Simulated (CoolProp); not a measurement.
The numbers come from the reference Helmholtz-energy equation of state, Gedanitz 2015 in CoolProp.

For cyclopentane, give the phase and the speed of sound (m/s), Joule-Thomson coefficient (K/MPa) at 276.85 °C and 1830 kPa; 276.85 °C and 2140 kPa.


- 276.85 °C and 1830 kPa: gas; speed of sound 234, Joule-Thomson coefficient 6.52
- 276.85 °C and 2140 kPa: gas; speed of sound 229, Joule-Thomson coefficient 6.71
